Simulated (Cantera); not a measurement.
Cantera run:

```python
import numpy as np
import cantera as ct

gas_names = """
    C CH CH2 CH3 CH2OH CH3O CH4 CH3OH CO CO2 COOH C2 C2H CHCO,ketyl C2H2,acetylene C2H2,vinylidene
    CH2CO,ketene C2H3,vinyl CH3CO,acetyl C2H4 C2H4O,ethylen CH3CHO,ethanal CH3COOH (HCOOH)2 C2H5 C2H6
    CH3OCH3 C2H5OH C2O C3 C3H3,propargyl C3H4,allene C3H4,propyne C3H4,cyclo- C3H5,allyl C3H6,propylene
    C3H6,cyclo- C3H6O C3H7,n-propyl C3H7,i-propyl C3H8 C3H8O,1propanol C3H8O,2propanol C3O2 C4 C4H2
    C4H4,1,3-cyclo- C4H6,butadiene C4H6,2-butyne C4H6,cyclo- C4H8,1-butene C4H8,cis2-buten
    C4H8,tr2-butene C4H8,isobutene C4H8,cyclo- (CH3COOH)2 C4H9,n-butyl C4H9,i-butyl C4H9,s-butyl
    C4H9,t-butyl C4H10,isobutane C4H10,n-butane C5 C5H6,1,3cyclo- C5H8,cyclo- C5H10,1-pentene
    C5H10,cyclo- C5H11,pentyl C5H11,t-pentyl C5H12,n-pentane C5H12,i-pentane CH3C(CH3)2CH3 C6H2
    C6H5,phenyl C6H5O,phenoxy C6H6 C6H5OH,phenol C6H10,cyclo- C6H12,1-hexene C6H12,cyclo- C6H13,n-hexyl
    C7H7,benzyl C7H8 C7H8O,cresol C7H14,1-heptene C7H15,n-heptyl C7H16,n-heptane C8H8,styrene
    C8H10,ethylbenz C8H16,1-octene C8H17,n-octyl C8H18,isooctane C8H18,n-octane C9H19,n-nonyl
    C10H8,naphthale C10H21,n-decyl C12H9,o-bipheny C12H10,bipheny H HCO HO2 H2 HCHO,formaldehy HCOOH H2O
    H2O2 O OH O2 O3 Ti TiO TiO2
""".split()
cond_names = """
    C(gr) C6H6(L) C7H8(L) C8H18(L),n-octa H2O(s) H2O(L) Ti(a) Ti(b) Ti(L) TiC(s) TiC(L) TiO(a) TiO(b)
    TiO(L) TiO2(ru) TiO2(L) Ti2O3(a) Ti2O3(b) Ti2O3(L) Ti3O5(a) Ti3O5(b) Ti3O5(L) Ti4O7(s) Ti4O7(L)
""".split()


def load(file, names, dense=False):
    # The tables refer to 1 bar. Condensed volumes are neglected.
    table = {s.name: s for s in ct.Species.list_from_file(file)}
    out = []
    for n in names:
        d = dict(table[n].input_data)
        d["thermo"] = dict(d["thermo"], **{"reference-pressure": 1e5})
        if dense:
            d["equation-of-state"] = {"model": "constant-volume", "density": "1e6 g/cm^3"}
        out.append(ct.Species.from_dict(d))
    return out


gas = ct.Solution(thermo="ideal-gas", species=load("nasa_gas.yaml", gas_names))
cond = {s.name: ct.Solution(thermo="fixed-stoichiometry", species=[s], name=s.name)
        for s in load("nasa_condensed.yaml", cond_names, dense=True)}
atoms = {
    'Ti': {'Ti': 1},
    'CO': {'C': 1, 'O': 1},
    'H2': {'H': 2},
}
top_T = {'C(gr)': 4500}  # K; cautious upper limits of use, not melting points


def equilibrate(T, P, feed):
    n = {}
    for name, mol in feed.items():
        for a, k in atoms[name].items():
            n[a] = n.get(a, 0.0) + k * mol
    gas.TPX = T, P, n
    mass = sum(n.values()) * gas.mean_molecular_weight
    gas.equilibrate("TP")
    valid = [c for c in cond.values() if c.min_temp <= T <= top_T.get(c.name, c.max_temp)]
    mix = ct.Mixture([(gas, mass / gas.mean_molecular_weight)] + [(c, 0.0) for c in valid])
    mix.T, mix.P = T, P
    mix.equilibrate("TP", solver="vcs", rtol=1e-11, max_steps=5000)
    return mix


results = []
feed = {'Ti': 1, 'CO': 1.3, 'H2': 8.6}  # mol
P = 133.322  # Pa
for T in [1173, 1223, 1273, 1323, 1373, 1423, 1473, 1523, 1573, 1623, 1673, 1723, 1773, 1823]:
    mix = equilibrate(T, P, feed)
    results.append((T, P, feed, dict(zip(mix.species_names, mix.species_moles))))

top = {s: max(r[3][s] / sum(r[3][g] for g in gas_names) for r in results) for s in gas_names}
cols = sorted((s for s in top if top[s] > 0.0001), key=lambda s: -top[s])[:8]
seen = [c for c in cond_names if any(r[3].get(c, 0) > 1e-12 for r in results)]
print("log10 of partial pressures in bar; condensed amounts in mol")
print(f"{'T/K':>10s}" + "".join(f"{s[:9]:>10s}" for s in cols + seen))
for T, P, feed, n in results:
    ng = sum(n[g] for g in gas_names)
    print(f"{T:10.4g}" + "".join(f"{np.log10(max(n[s] / ng * P / 1e5, 1e-99)):10.3f}" for s in cols)
          + "".join(f"{n.get(c, 0):10.4g}" for c in seen))
```

Output:

```
log10 of partial pressures in bar; condensed amounts in mol
       T/K        H2        CO         H    TiC(s)    TiO(b)  Ti2O3(b)
      1173    -2.909    -3.999    -8.383       0.6         0       0.2
      1223    -2.909    -3.999    -7.976       0.6         0       0.2
      1273    -2.909    -3.999    -7.601       0.6         0       0.2
      1323    -2.909    -3.999    -7.254    0.6001         0       0.2
      1373    -2.909    -3.999    -6.932    0.6001         0       0.2
      1423    -2.909    -3.999    -6.632    0.6001         0       0.2
      1473    -2.909    -3.999    -6.352    0.6001         0       0.2
      1523    -2.909    -3.999    -6.091    0.6001         0       0.2
      1573    -2.910    -3.999    -5.846    0.6001         0       0.2
      1623    -2.915    -3.946    -5.618    0.5001    0.4999         0
      1673    -2.915    -3.946    -5.401    0.5001    0.4999         0
      1723    -2.916    -3.946    -5.197    0.5001    0.4999         0
      1773    -2.917    -3.947    -5.005    0.5001    0.4998         0
      1823    -2.919    -3.948    -4.823       0.5    0.4997         0
```

Method: chemical equilibrium by Gibbs-energy minimisation in Cantera with the NASA 1993 tables (ideal gas, pure condensed phases). Mutual solubility and eutectic melting of coexisting phases are not modelled. TiC, TiO: taken at fixed stoichiometry. Condensed phases not in the tables: solid solutions among these carbides, nitrides and lower oxides.
